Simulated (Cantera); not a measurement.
A perfectly stirred reactor is fed with CH₄ : H₂O : H₂ = 1 : 2.1 : 0.91 (molar parts), at 30.0 bar; it is held at 2148 K, and followed from long to short residence time.

Computed with Cantera and GRI-Mech 3.0 (53 species, 325 reactions). The pressure lies above the range GRI-Mech 3.0 was tuned for (to about 10 atm).

**Question.** What does this change do: pressure from 30.0 bar to 0.430 bar?

**Answer.** 
```json
[
 {"quantity": "x(CH₄) at τ = 0.850 s", "before": "0.000278", "after": "0.000438"},
 {"quantity": "x(H₂O) at τ = 0.850 s", "before": "0.175", "after": "0.175"},
 {"quantity": "x(H₂) at τ = 0.850 s", "before": "0.658", "after": "0.654"},
 {"quantity": "x(C₂H) at τ = 0.850 s", "before": "8.15e-11", "after": "9.56e-9"},
 {"quantity": "x(H₂O₂) at τ = 0.850 s", "before": "1.12e-10", "after": "1.02e-10"},
 {"quantity": "x(CH₄) at τ = 16.0 ms", "before": "0.00789", "after": "0.00920"},
 {"quantity": "x(H₂O) at τ = 16.0 ms", "before": "0.191", "after": "0.220"},
 {"quantity": "x(H₂) at τ = 16.0 ms", "before": "0.641", "after": "0.615"},
 {"quantity": "x(C₂H) at τ = 16.0 ms", "before": "6.30e-8", "after": "2.86e-6"},
 {"quantity": "x(H₂O₂) at τ = 16.0 ms", "before": "1.36e-10", "after": "1.49e-10"}
]
```
